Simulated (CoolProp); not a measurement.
Vapour-liquid equilibrium of 1-butene (1) + acetone (2) at 34.4 kPa; x and y are mole fractions of (1).

Values from CoolProp's multi-fluid Helmholtz-energy mixture model, Lemmon 2005 and Lemmon 2006; pair parameters Bell 2016.

Problem. Give the bubble temperature and the first vapour's composition at x = 0.05, 0.15, 0.45. Is there an azeotrope?

Solution. x = 0.05: 4.9 °C, y = 0.663; x = 0.15: -15.1 °C, y = 0.897; x = 0.45: -26.8 °C, y = 0.959. No azeotrope shows between x = 0.05 and 0.95.

Pair parameters are fitted to limited data, so mixtures are less certain than the pure fluids. With so large a gap from Raoult's law the liquid may split in two, which this calculation doesn't test in full.
